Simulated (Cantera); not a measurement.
Charge: 1 mol BN, 0.82 mol NF3, 7 mol H2, equilibrated at 923 K and 0.170 bar.

Equilibrium computed with Cantera from the NASA thermochemical tables; the gas is ideal and each condensed phase is pure. Candidate condensed phases: B, BN; 31 gas species. The numbers say what is thermodynamically allowed, not how fast it happens.

Base state: H2 0.805, N2 0.0933, BF3 0.0918, HF 0.00945, NH3 3.79e-5, BHF2 1.24e-5 (mole fractions); condensed: BN(s).

Q: What changes in the equilibrium state with this change: temperature from 923 K to 1348 K?

A: 
```json
[
 {"species": "H2", "before": "0.805", "after": "0.799"},
 {"species": "N2", "before": "0.0933", "after": "0.0913"},
 {"species": "BF3", "before": "0.0918", "after": "0.0869"},
 {"species": "HF", "before": "0.00945", "after": "0.0224"},
 {"species": "BF2", "before": "1.46e-9", "after": "3.92e-5"},
 {"species": "BHF2", "before": "1.24e-5", "after": "0.000787"},
 {"species": "NH3", "before": "3.79e-5", "after": "3.78e-6"},
 {"species": "BN(s), mol", "before": "0.207", "after": "0.242"}
]
```
The tables' values for BF2 are old estimates; treat these amounts as uncertain.

Q: What changes in the equilibrium state with this change: NF3 from 0.82 to 5.6 mol?

A: 
```csv
species,before,after
HF,0.00945,0.758
N2,0.0933,0.181
BF3,0.0918,0.0549
H2,0.805,0.00549
BHF2,1.24e-5,<1e-9
NH3,3.79e-5,2.98e-8
"BN(s), mol",0.207,0
```

Q: What changes in the equilibrium state with this change: temperature from 923 K to 1625 K?

A: 
```json
[
 {"species": "H2", "before": "0.805", "after": "0.793"},
 {"species": "N2", "before": "0.0933", "after": "0.0907"},
 {"species": "BF3", "before": "0.0918", "after": "0.0814"},
 {"species": "HF", "before": "0.00945", "after": "0.0302"},
 {"species": "BF2", "before": "1.46e-9", "after": "0.00160"},
 {"species": "H", "before": "<1e-9", "after": "0.000152"},
 {"species": "BF", "before": "<1e-9", "after": "5.65e-5"},
 {"species": "BHF2", "before": "1.24e-5", "after": "0.00346"},
 {"species": "BN(s), mol", "before": "0.207", "after": "0.252"}
]
```
The tables' values for BF2 are old estimates; treat these amounts as uncertain.
